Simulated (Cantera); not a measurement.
A perfectly stirred reactor is fed with H₂ : O₂ = 0.05 : 1 (molar parts), equivalence ratio 0.025, at 6.30 Torr; it is held at 1123 K, and followed from long to short residence time.

Detailed kinetics in Cantera: GRI-Mech 3.0 (53 species, 325 reactions). Radical loss at walls, strong at low pressure, is not modelled. The temperature is held fixed by assumption; the heat of reaction is taken as removed at once.

**Question.** What does this change do: pressure from 6.30 Torr to 3.60 Torr?

**Answer.** 
| quantity | before | after |
|---|---|---|
| x(H₂) at τ = 1.80 s | 0.000192 | 0.000279 |
| x(O₂) at τ = 1.80 s | 0.948 | 0.945 |
| x(H) at τ = 1.80 s | 0.000273 | 0.000765 |
| x(H₂O₂) at τ = 1.80 s | 5.42e-8 | 3.38e-8 |
| x(OH) at τ = 1.80 s | 0.000852 | 0.00120 |
| x(H₂) at τ = 0.100 s | 0.00101 | 0.00138 |
| x(O₂) at τ = 0.100 s | 0.935 | 0.927 |
| x(H) at τ = 0.100 s | 0.00312 | 0.00571 |
| x(H₂O₂) at τ = 0.100 s | 7.02e-8 | 4.02e-8 |
| x(OH) at τ = 0.100 s | 0.00204 | 0.00250 |

**Question.** What does this change do: temperature 1123 to 1075 K?

**Answer.** 
```csv
quantity,before,after
x(H₂) at τ = 1.80 s,0.000192,0.000229
x(O₂) at τ = 1.80 s,0.948,0.948
x(H) at τ = 1.80 s,0.000273,0.000243
x(H₂O₂) at τ = 1.80 s,5.42e-8,5.80e-8
x(OH) at τ = 1.80 s,0.000852,0.000664
x(H₂) at τ = 0.100 s,0.00101,0.00122
x(O₂) at τ = 0.100 s,0.935,0.938
x(H) at τ = 0.100 s,0.00312,0.00299
x(H₂O₂) at τ = 0.100 s,7.02e-8,7.74e-8
x(OH) at τ = 0.100 s,0.00204,0.00170
```
